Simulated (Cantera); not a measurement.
Cantera run:

```python
import numpy as np
import cantera as ct

gas_names = """
    AL ALBr ALBr3 AL2 AL2Br6 Br Br2
""".split()
cond_names = """
    AL(cr) AL(L) ALBr3(s) ALBr3(L) Br2(cr) Br2(L)
""".split()


# ... load() reads the species with a 1 bar reference pressure and builds the phases ...
atoms = {
    'Al': {'AL': 1},
    'Br2': {'Br': 2},
}
top_T = {}  # K; cautious upper limits of use, not melting points


# ... equilibrate(T, P, feed) seeds the gas with the atoms and calls Mixture.equilibrate('TP', solver="vcs", rtol=1e-11, max_steps=5000) ...
results = []
feed = {'Al': 1, 'Br2': 4}  # mol
T = 675  # K
for P in [1, 3.6, 13, 46, 170, 600, 2200, 7700, 28000, 100000]:
    mix = equilibrate(T, P, feed)
    results.append((T, P, feed, dict(zip(mix.species_names, mix.species_moles))))

top = {s: max(r[3][s] / sum(r[3][g] for g in gas_names) for r in results) for s in gas_names}
cols = sorted((s for s in top if top[s] > 0.0001), key=lambda s: -top[s])[:7]
seen = [c for c in cond_names if any(r[3].get(c, 0) > 1e-12 for r in results)]
print("log10 of partial pressures in bar; condensed amounts in mol")
print(f"{'P/Pa':>10s}" + "".join(f"{s[:9]:>10s}" for s in cols + seen))
for T, P, feed, n in results:
    ng = sum(n[g] for g in gas_names)
    print(f"{P:10.4g}" + "".join(f"{np.log10(max(n[s] / ng * P / 1e5, 1e-99)):10.3f}" for s in cols)
          + "".join(f"{n.get(c, 0):10.4g}" for c in seen))
```

Result:

```
log10 of partial pressures in bar; condensed amounts in mol
      P/Pa       Br2     ALBr3    AL2Br6        Br
         1    -5.149    -5.545    -9.783    -7.271
       3.6    -4.591    -4.989    -8.670    -6.992
        13    -4.033    -4.431    -7.555    -6.713
        46    -3.483    -3.883    -6.459    -6.438
       170    -2.915    -3.321    -5.334    -6.153
       600    -2.364    -2.790    -4.272    -5.878
      2200    -1.793    -2.275    -3.243    -5.592
      7700    -1.236    -1.836    -2.364    -5.314
   2.8e+04    -0.661    -1.447    -1.588    -5.026
     1e+05    -0.096    -1.111    -0.915    -4.744
```

Cantera equilibrium calculation (NASA polynomials, part measured and part estimated; ideal gas, pure solids and liquids).
